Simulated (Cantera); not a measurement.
An adiabatic, constant-pressure homogeneous reactor starts with CO : H₂ : CH₄ : O₂ : N₂ = 1 : 1 : 0.08 : 2.2 : 10.6 (molar parts), equivalence ratio 0.53, at 1800 K and 31000 Pa.

Cantera simulation using GRI-Mech 3.0 (53 species, 325 reactions); the numbers are that mechanism's predictions, not measurements.

One state of this run: T (K) = 2522; x CO = 0.0207; x H₂ = 0.00404; x CH₄ = <1e-12; x N₂O = 2.84e-7; x CH₂CO = <1e-12. x: mole fraction; the columns are a selection and need not sum to one.

Which value of t (s) does it belong to?
A) 0.00114
B) 0.00367
C) 3.23e-6
D) 0.000109

B, 0.00367
